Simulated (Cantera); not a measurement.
**Ignition delay**

Mixture: 27.2 % H2, 12.4 % O2, 46.5 % N2, 13.9 % H2O, equivalence ratio 1.1, at 3750 Torr, adiabatic and at constant pressure. Ignition delay is the time to a rise of 400 K.

Computed with Cantera and GRI-Mech 3.0 (53 species, 325 reactions). The hydrogen kinetics of GRI-Mech 3.0 are dated; newer H2 mechanisms differ, most at raised pressure. Where the delays flatten at high temperature, the 400 K rule measures the pace of heat release, not the induction time.

```csv
T0 (K),delay (ms)
1275,0.0258
1350,0.00891
1425,0.00529
1500,0.00373
1575,0.00287
1650,0.00235
1725,0.00201
1800,0.00179
```
